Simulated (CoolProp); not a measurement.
Ethanol along the isobar 6760 kPa: fugacity coefficient from the reference equation and from simpler models built on Tc = 514.7 K, pc = 6268 kPa, ω = 0.644; each cubic takes its own stable root.

Model: reference Helmholtz-energy equation of state, Schroeder 2014, in CoolProp.

```tsv
T (K)	phase	reference
234.8	liquid	1.172e-5
255.6	liquid	7.478e-5
276.4	liquid	0.0003505
297.2	liquid	0.001288
317.9	liquid	0.003873
338.7	liquid	0.009975
359.5	liquid	0.02248
380.3	liquid	0.04525
401	liquid	0.08249
421.8	liquid	0.1388
442.6	liquid	0.2171
```

Problem. How far does each simpler model (van der Waals, Redlich-Kwong, Soave-Redlich-Kwong, Peng-Robinson) lie from the reference over these 11 states: mean and median of the absolute difference, and the worst?

Solution. 
- van der Waals: mean 20765.2 %, median 1413.8 %, worst +158176.5 % at 234.8 K and 6760 kPa
- Redlich-Kwong: mean 1216.7 %, median 433.2 %, worst +5654.3 % at 234.8 K and 6760 kPa
- Soave-Redlich-Kwong: mean 9.7 %, median 5.0 %, worst -37.1 % at 234.8 K and 6760 kPa
- Peng-Robinson: mean 5.1 %, median 4.4 %, worst -18.0 % at 234.8 K and 6760 kPa
